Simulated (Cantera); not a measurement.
## Equilibrium for silicon oxide and oxynitride deposition: HMDSO + CO2 + N2

Charge: 1 mol HMDSO, 0.19 mol CO2, 1.1 mol N2, equilibrated at 11.0 Pa.

Equilibrium computed with Cantera from the NASA thermochemical tables; the gas is ideal and each condensed phase is pure. Candidate condensed phases: C, C6H6, C7H8, C8H18, H2O, Si, SiC, SiO2, Si2N2O, Si3N4; 151 gas species. The feed counts by its element totals alone. N2 is the only nitrogen source here; it is nearly inert below about 1500 K, so the nitride shown seldom forms there in practice. Rates play no part.

From 577 °C to 727 °C the condensed part is C(graphite) + SiO2(β-quartz) + Si2N2O(s). From 752 °C to 802 °C the condensed part is C(graphite) + Si2N2O(s).

| T (°C) | x H2 | x CO | x N2 | x CH4 | x HCN | x H2O | x H | n C(graphite) | n SiO2(β-quartz) | n Si2N2O(s) |
|---|---|---|---|---|---|---|---|---|---|---|
| 577 | 0.975 | 0.00108 | 0.0242 | 6.50e-5 | 4.69e-8 | 8.19e-7 | 1.93e-9 | 6.18 | 0.247 | 0.877 |
| 602 | 0.974 | 0.00222 | 0.0238 | 4.56e-5 | 7.99e-8 | 9.69e-7 | 4.72e-9 | 6.17 | 0.240 | 0.880 |
| 627 | 0.973 | 0.00434 | 0.0230 | 3.25e-5 | 1.31e-7 | 1.13e-6 | 1.10e-8 | 6.15 | 0.227 | 0.887 |
| 652 | 0.970 | 0.00810 | 0.0217 | 2.35e-5 | 2.05e-7 | 1.29e-6 | 2.45e-8 | 6.11 | 0.203 | 0.898 |
| 677 | 0.966 | 0.0144 | 0.0195 | 1.72e-5 | 3.07e-7 | 1.43e-6 | 5.21e-8 | 6.06 | 0.164 | 0.918 |
| 702 | 0.960 | 0.0241 | 0.0161 | 1.27e-5 | 4.28e-7 | 1.53e-6 | 1.07e-7 | 5.96 | 0.103 | 0.949 |
| 727 | 0.951 | 0.0373 | 0.0115 | 9.50e-6 | 5.44e-7 | 1.54e-6 | 2.11e-7 | 5.84 | 0.0183 | 0.991 |
| 752 | 0.949 | 0.0401 | 0.0105 | 7.29e-6 | 7.67e-7 | 1.11e-6 | 4.05e-7 | 5.81 | 0 | 1.00 |
| 777 | 0.949 | 0.0401 | 0.0105 | 5.68e-6 | 1.11e-6 | 7.60e-7 | 7.53e-7 | 5.81 | 0 | 1.00 |
| 802 | 0.949 | 0.0401 | 0.0105 | 4.47e-6 | 1.59e-6 | 5.29e-7 | 1.36e-6 | 5.81 | 0 | 1.00 |
x: gas mole fraction; n: condensed amount in mol.
